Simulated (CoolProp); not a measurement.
Properties of the fluoroketone C6F12O (FK-5-1-12) along the isobar 55.4 kPa.

Values from CoolProp's reference Helmholtz-energy equation of state, McLinden 2015.

```csv
T (K),phase,density (kg/m³),cv (kJ/(kg K))
389.3,gas,5.501,0.9213
400.4,gas,5.339,0.9329
411.4,gas,5.189,0.9445
422.5,gas,5.046,0.9564
433.6,gas,4.911,0.9683
444.6,gas,4.785,0.9801
455.7,gas,4.664,0.9919
466.8,gas,4.550,1.004
477.9,gas,4.441,1.016
488.9,gas,4.338,1.027
500,gas,4.239,1.039
```
